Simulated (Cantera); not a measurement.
Feed: 1 mol Si, 0.074 mol H2O, 47 mol N2, at 1402 °C and 10.0 mbar.

These are equilibrium values from Cantera (NASA tables, ideal gas, pure condensed phases), not measurements of a reactor. Candidate condensed phases: H2O, Si, SiO2, Si2N2O, Si3N4; 35 gas species. Kinetics and transport are ignored.

Base state: N2 0.997, SiO 0.00159, H2 0.00157, H 4.60e-5 (mole fractions); condensed: Si3N4(s).

**Question.** What changes in the equilibrium state with this change: Si replaced by Cu?

**Answer.** 
```
species         before    after
-------------  -------  -------
N2               0.997    0.987
Cu                   0   0.0114
H2O              <1e-9  0.00149
SiO            0.00159        0
NO               <1e-9  2.51e-5
O2               <1e-9  1.53e-5
Si3N4(s), mol    0.308        0
Cu(l), mol           0    0.455
```
Further candidate phases: Cu, CuO, Cu(OH)2, Cu2O.
